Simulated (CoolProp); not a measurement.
Properties of 1,2-dichloroethane along the isobar 101 kPa.

Computed with CoolProp (reference Helmholtz-energy equation of state, Thol 2015).

| T (°C) | phase | Z | cp (kJ/(kg K)) | speed of sound (m/s) | isothermal compressibility (1/MPa) | expansivity (1/kK) |
|---|---|---|---|---|---|---|
| 68.65 | liquid | 0.002980 | 1.346 | 1024 | 0.001181 | (withheld) |
| 79.95 | liquid | 0.002929 | 1.360 | 980.2 | 0.001314 | 1.370 |
| 91.25 | gas | 0.9724 | 0.9049 | 179.8 | 10.19 | 2.997 |
| 102.55 | gas | 0.9750 | 0.9149 | 182.8 | 10.16 | 2.883 |
| 113.85 | gas | 0.9773 | 0.9255 | 185.7 | 10.14 | 2.779 |
| 125.15 | gas | 0.9793 | 0.9365 | 188.6 | 10.11 | 2.682 |
| 136.45 | gas | 0.9811 | (withheld) | 191.4 | 10.09 | 2.594 |
| 147.75 | gas | 0.9827 | 0.9595 | 194.2 | 10.08 | 2.511 |
| 159.05 | gas | 0.9841 | 0.9714 | 196.9 | 10.06 | 2.435 |
| 170.35 | gas | 0.9854 | 0.9834 | 199.5 | 10.05 | 2.363 |
| 181.65 | gas | 0.9866 | 0.9955 | 202.1 | 10.04 | 2.296 |
| 192.95 | gas | 0.9876 | 1.008 | 204.6 | 10.03 | 2.233 |
| 204.25 | gas | 0.9885 | (withheld) | 207.2 | 10.02 | 2.174 |
| 215.55 | gas | 0.9894 | 1.032 | 209.6 | 10.01 | 2.118 |
| 226.85 | gas | 0.9901 | 1.044 | 212.0 | 10.00 | 2.065 |

Question: Fill in the missing entries.

Answer: 
- 68.65, expansivity (1/kK): 1.316
- 136.45, cp (kJ/(kg K)): 0.9479
- 204.25, cp (kJ/(kg K)): 1.020
